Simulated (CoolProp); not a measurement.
Properties of C3F8 (R218) along the isotherm 274.6 K.

Values from CoolProp's reference Helmholtz-energy equation of state, Lemmon 2006. It is a short technical equation, of lower accuracy than the large ones.

```
p (kPa)   phase  density (kg/m³)  speed of sound (m/s)  expansivity (1/kK)  conductivity (mW/(m K))  Prandtl number  fugacity coefficient
-------  ------  ---------------  --------------------  ------------------  -----------------------  --------------  --------------------
1020     liquid             1453                 390.6               3.293                     52.0            5.03                0.3865
2030     liquid             1462                 403.0               3.143                     52.8            5.07                0.2056
3050     liquid             1471                 414.8               3.011                     53.5            5.12                     ?
4060     liquid             1479                 425.8               2.897                     54.2            5.16                0.1152
5080     liquid             1487                 436.3                   ?                     54.8            5.21                     ?
6090     liquid             1494                 446.3               2.704                        ?            5.26               0.08592
7110     liquid             1501                 455.9               2.622                     56.1            5.30               0.07784
8120     liquid             1507                 465.0               2.548                     56.7            5.35               0.07204
9140     liquid             1514                 473.9               2.480                     57.3            5.40               0.06766
10200    liquid             1520                 482.8               2.415                        ?            5.45               0.06422
11200    liquid                ?                 490.8               2.358                     58.4            5.50                     ?
12200    liquid             1531                 498.6               2.305                     59.0            5.54               0.05981
13200    liquid             1537                 506.2               2.256                     59.5            5.59               0.05833
```

Problem. Fill in the missing entries.

Solution. 
- 3050, fugacity coefficient: 0.1449
- 5080, expansivity (1/kK): 2.795
- 5080, fugacity coefficient: 0.09742
- 6090, conductivity (mW/(m K)): 55.5
- 10200, conductivity (mW/(m K)): 57.9
- 11200, density (kg/m³): 1526
- 11200, fugacity coefficient: 0.06173

Viscosity comes from a separate model (Huber 2003), an estimate that may be off by 10 % or more. Thermal conductivity comes from a separate model (Huber 2003), an estimate that may be off by 10 % or more.
